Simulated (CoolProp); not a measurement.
Saturation properties of toluene.

Model: reference Helmholtz-energy equation of state, Lemmon 2006, in CoolProp. It is a short technical equation, of lower accuracy than the large ones.

```csv
T (K),p (bar),vapour Z,surface tension (mN/m),liquid viscosity (µPa s)
382.3,0.9723,___,___,251
402.3,1.669,0.9426,15.9,218
422.2,2.695,0.9199,13.7,___
442.2,4.154,0.8918,11.7,168
462.1,6.134,0.8581,9.71,148
482.1,8.766,0.8177,7.82,130
502.1,12.16,0.7697,6.03,114
522,16.44,0.7126,4.36,99.4
542,21.80,0.6430,2.82,84.6
```

Problem. Fill in the missing entries.

Solution. 
- 382.3, vapour Z: 0.9606
- 382.3, surface tension (mN/m): 18.0
- 422.2, liquid viscosity (µPa s): 191

It boils at 383.7 K under 1 atm.

Viscosity comes from a separate model (Avgeri 2015). Surface tension comes from a separate correlation (Mulero 2012).
